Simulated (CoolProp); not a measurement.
C3F8 (R218) along the isobar 0.101 MPa: density (kg/m³) from the reference equation and from simpler models built on Tc = 71.9 °C, pc = 2.640 MPa, ω = 0.317; each cubic takes its own stable root.

Computed with CoolProp (reference Helmholtz-energy equation of state, Lemmon 2006). It is a short technical equation, of lower accuracy than the large ones.

```
T (°C)   phase  reference  van der Waals  Redlich-Kwong
------  ------  ---------  -------------  -------------
-43.45  liquid       1637          10.25          10.38
-35.35     gas      10.13          9.879          9.982
-27.35     gas      9.728          9.537          9.624
-19.35     gas      9.367          9.219          9.292
-11.25     gas      9.034          8.918          8.980
-3.25      gas      8.731          8.641          8.693
4.85       gas      8.448          8.377          8.421
12.85      gas      8.189          8.132          8.170
20.85      gas      7.946          7.902          7.934
28.95      gas      7.717          7.682          7.709
36.95      gas      7.504          7.476          7.499
45.05      gas      7.301          7.279          7.299
53.05      gas      7.111          7.095          7.112
61.05      gas      6.932          6.920          6.934
69.15      gas      6.760          6.751          6.763
```

At some of these states van der Waals, Redlich-Kwong gives the other phase, because its saturation line lies elsewhere.
